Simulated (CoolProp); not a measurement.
Model: reference Helmholtz-energy equation of state, Span 1996, in CoolProp.

For carbon dioxide, give the phase and the Z, Joule-Thomson coefficient (K/MPa), isothermal compressibility (1/MPa), viscosity (µPa s) at 142.85 °C and 10.6 MPa; 181.75 °C and 10.6 MPa.


- 142.85 °C and 10.6 MPa: supercritical; Z 0.840, Joule-Thomson coefficient 4.11, isothermal compressibility 0.111, viscosity 23.2
- 181.75 °C and 10.6 MPa: supercritical; Z 0.894, Joule-Thomson coefficient 3.34, isothermal compressibility 0.104, viscosity 24.4

Viscosity comes from a separate model (Laesecke 2017).
